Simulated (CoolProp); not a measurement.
A single-stage vapour-compression cycle with the fluid: evaporating at 205.15 K (dew point), condensing at 237.15 K (bubble point), superheat 2 K, subcooling 8 K, compressor efficiency 0.6, no pressure losses. The same conditions are run with several fluids, on thermodynamics alone (safety and materials aside).

Values from CoolProp's reference Helmholtz-energy equation of state of each fluid (hydrogen chloride: Thol 2018; ethylene: Smukala 2000; propylene: Lemmon 2013; ethane: Bücker 2006; nitrous oxide: Lemmon 2006; R22: Kamei 1995).

Task: Rank hydrogen chloride, ethylene, propylene, ethane, nitrous oxide, R22 by cooling COP, highest first.

Result: propylene (3.56), R22 (3.51), ethane (3.45), nitrous oxide (3.37), hydrogen chloride (3.33), ethylene (3.30)

```tsv
fluid	pressure ratio	discharge temperature (K)	refrigerating effect (kJ/kg)	volumetric capacity (kJ/m³)
hydrogen chloride	3.62	351.0	385	2090
ethylene	2.92	292.7	361	3680
propylene	4.63	293.6	411	368
ethane	3.24	286.6	400	2040
nitrous oxide	3.60	319.3	309	2500
R22	5.44	314.4	225	266
```
